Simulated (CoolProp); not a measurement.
Vapour pressure (kPa) of c-C4F8 (RC318): the reference equation beside estimates from Tc = 115.2 °C, pc = 2778 kPa, ω = 0.355. Clausius-Clapeyron is anchored at 45.05 °C with a constant enthalpy of vaporisation of 18.90 kJ/mol.

Values from CoolProp's reference Helmholtz-energy equation of state, Platzer 1990. This equation is an older, rougher fit; its heat capacities, sound speeds and derivatives of the liquid may be far off and weren't checked against measurements.

| T (°C) | reference | Lee-Kesler | Clausius-Clapeyron | van der Waals | Redlich-Kwong | Peng-Robinson |
|---|---|---|---|---|---|---|
| 21.15 | 275.8 | 276.2 | 317.2 | 824.6 | 458.5 | 273.9 |
| 25.15 | 314.0 | 314.5 | 351.8 | 879.6 | 507.6 | 311.7 |
| 29.15 | 356.1 | 356.6 | 389.2 | 936.9 | 560.3 | 353.5 |
| 33.05 | 401.1 | 401.6 | 428.3 | 995.0 | 615.2 | 398.2 |
| 37.05 | 451.6 | 452.0 | 471.3 | 1057 | 675.4 | 448.5 |
| 41.05 | 506.7 | 507.1 | 517.4 | 1121 | 739.4 | 503.4 |
| 45.05 | 566.7 | 567.0 | 566.7 | 1188 | 807.5 | 563.4 |
| 49.05 | 631.9 | 632.0 | 619.3 | 1257 | 879.7 | 628.6 |
| 52.95 | 700.7 | 700.6 | 673.8 | 1327 | 954.3 | 697.6 |
| 56.95 | 776.9 | 776.6 | 733.2 | 1401 | 1035 | 774.1 |
| 60.95 | 859.1 | 858.6 | 796.2 | 1478 | 1120 | 856.9 |
| 64.95 | 947.7 | 946.9 | 863.0 | 1557 | 1210 | 946.1 |
| 68.95 | 1043 | 1042 | 933.6 | 1638 | 1305 | 1042 |
| 72.85 | 1142 | 1141 | 1006 | 1720 | 1402 | 1143 |
| 76.85 | 1252 | 1251 | 1085 | 1807 | 1506 | 1254 |

Absolute difference from the reference over all 15 rows, mean and median: Lee-Kesler 0.1 and 0.1 %, Clausius-Clapeyron 7.5 and 7.3 %, van der Waals 107.5 and 98.9 %, Redlich-Kwong 40.8 and 39.2 %, Peng-Robinson 0.5 and 0.5 %.
